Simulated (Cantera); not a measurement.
# Equilibrium for aluminium nitride and oxide growth: AlCl3 + HCl + N2

Input: 1 mol AlCl3, 0.87 mol HCl, a varied amount of N2, held at 1123.15 K and 0.133 bar.

These are equilibrium values from Cantera (NASA tables, ideal gas, pure condensed phases), not measurements of a reactor. Candidate condensed phases: Al, AlCl3, AlN, NH4Cl; 20 gas species. Kinetics and transport are ignored.

```json
[
 {"n(N2) (mol)": "1.7", "x N2": "0.476", "x AlCl3": "0.280", "x HCl": "0.244", "x Al2Cl6": "0.000230"},
 {"n(N2) (mol)": "2.7", "x N2": "0.591", "x AlCl3": "0.219", "x HCl": "0.190", "x Al2Cl6": "0.000141"},
 {"n(N2) (mol)": "4.4", "x N2": "0.702", "x AlCl3": "0.159", "x HCl": "0.139", "x Al2Cl6": "7.48e-5"},
 {"n(N2) (mol)": "7.2", "x N2": "0.794", "x AlCl3": "0.110", "x HCl": "0.0959", "x Al2Cl6": "3.58e-5"},
 {"n(N2) (mol)": "12", "x N2": "0.865", "x AlCl3": "0.0721", "x HCl": "0.0627", "x Al2Cl6": "1.53e-5"},
 {"n(N2) (mol)": "19", "x N2": "0.910", "x AlCl3": "0.0479", "x HCl": "0.0417", "x Al2Cl6": "6.76e-6"},
 {"n(N2) (mol)": "31", "x N2": "0.943", "x AlCl3": "0.0304", "x HCl": "0.0265", "x Al2Cl6": "2.73e-6"},
 {"n(N2) (mol)": "51", "x N2": "0.965", "x AlCl3": "0.0189", "x HCl": "0.0165", "x Al2Cl6": "1.05e-6"},
 {"n(N2) (mol)": "83", "x N2": "0.978", "x AlCl3": "0.0118", "x HCl": "0.0102", "x Al2Cl6": "4.09e-7"},
 {"n(N2) (mol)": "130", "x N2": "0.986", "x AlCl3": "0.00758", "x HCl": "0.00660", "x Al2Cl6": "1.69e-7"},
 {"n(N2) (mol)": "220", "x N2": "0.992", "x AlCl3": "0.00451", "x HCl": "0.00392", "x Al2Cl6": "5.98e-8"}
]
```
x: gas mole fraction; nothing condenses.

From 1.7 mol N2 to 220 mol N2 nothing is condensed. The main Al-bearing gas is AlCl3 throughout.
